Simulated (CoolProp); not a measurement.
Values from CoolProp's reference Helmholtz-energy equation of state, Lemmon 2006. It is a short technical equation, of lower accuracy than the large ones.

### Question
For n-decane, give the phase and the cv (kJ/(kg K)), isothermal compressibility (1/MPa), expansivity (1/kK), fugacity coefficient at 534.2 K and 0.199 MPa.

### Answer
- 534.2 K and 0.199 MPa: gas; cv 2.59, isothermal compressibility 5.38, expansivity 2.39, fugacity coefficient 0.941
